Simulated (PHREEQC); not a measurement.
A solution holds 0.094 mol/kgw CsOH, at 65 °C. Closed to the air; pH follows from the charge balance.

All values are PHREEQC results (ion-association model, wateq4f.dat), not measurements.

Each row changes one thing in this solution. This is a speciation only: nothing precipitates in the calculation.

```tsv
case	pH	ionic strength (mol/kgw)
as made	11.77	0.0940
0.16 mol/kgw (NH4)2SO4 added	8.05	0.375
0.012 mol/kgw H2SO4 added	11.64	0.106
CsOH from 0.094 to 0.47 mol/kgw	12.39	0.470
temperature from 65 to 25 °C	12.86	0.0940
CsOH replaced by Cs2SO4 at the same molality	6.86	0.282
diluted 100-fold with water	9.88	0.000940
CsOH from 0.094 to 0.0188 mol/kgw	11.13	0.0188
temperature from 65 to 50 °C	12.13	0.0940
```

Constants without temperature data keep their 25 °C values here.
